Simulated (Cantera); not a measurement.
Charge: 1 mol NaI, 19 mol H2, 11 mol N2, equilibrated at 2.70e-5 bar.

These are equilibrium values from Cantera (NASA tables, ideal gas, pure condensed phases), not measurements of a reactor. Candidate condensed phases: I2, Na, NaI; 16 gas species. The numbers say what is thermodynamically allowed, not how fast it happens. All values below are at 1248 K.

Base state: H2 0.611, N2 0.354, NaI 0.0291, Na 0.00308, I 0.00292, HI 0.000155, H 7.02e-5 (mole fractions); condensed: gas only.

**Question.** What changes in the equilibrium state with this change: NaI replaced by FeCl2?

**Answer.** 
```tsv
species	before	after
H2	0.611	0.583
N2	0.354	0.355
HCl	0	0.0593
NaI	0.0291	0
FeCl2	0	0.00259
Na	0.00308	0
I	0.00292	0
HI	0.000155	0
Fe(γ), mol	0	0.919
```
Further candidate phases: Fe, FeCl2, FeCl3, NH4Cl.
